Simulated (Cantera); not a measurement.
## Hydrocarbon pyrolysis for carbon deposition

An isothermal, constant-pressure homogeneous reactor starts with 38.5 % CH₄, 61.5 % H₂, at 1398 K and 0.00109 atm.

Cantera simulation using GRI-Mech 3.0 (53 species, 325 reactions); the numbers are that mechanism's predictions, not measurements. GRI-Mech 3.0 stops at C3 and has no aromatics, soot or wall deposition, so with more carbon than oxygen in the feed, carbon stays in small species such as C2H2 where larger ones or solid carbon would form. Radical loss at walls, strong at low pressure, is not modelled.

```
t (s)     x CH₄   x H₂    x C₂H₆     x CH₂       x H    x C₂H₂
--------  -----  -----  --------  --------  --------  --------
1.00e-6   0.385  0.615    <1e-12    <1e-12  3.53e-11    <1e-12
5.59e-6   0.385  0.615    <1e-12    <1e-12  1.95e-10    <1e-12
3.13e-5   0.385  0.615    <1e-12    <1e-12   1.02e-9    <1e-12
0.000175  0.385  0.615    <1e-12    <1e-12   4.07e-9    <1e-12
0.000979  0.385  0.615    <1e-12    <1e-12   9.75e-9    <1e-12
0.00548   0.385  0.615    <1e-12    <1e-12   3.34e-8    <1e-12
0.0306    0.385  0.615  4.06e-11    <1e-12   1.65e-7    <1e-12
0.171     0.385  0.615   6.65e-9  1.17e-11   9.04e-7  3.27e-11
0.959     0.385  0.615   7.31e-7  3.54e-10   4.99e-6   4.65e-8
5.36      0.383  0.616   2.27e-5   8.36e-9   2.54e-5  0.000103
30.0      0.351  0.636   3.36e-5   1.44e-8   3.66e-5    0.0103
```
x: mole fraction; the columns are a selection and need not sum to one.

Equilibrium at this temperature and pressure: CH₄ 0.000901, H₂ 0.860, C₂H₆ 2.08e-9, CH₂ 3.11e-10, H 0.000133, C₂H₂ 0.138 (gas phase only).
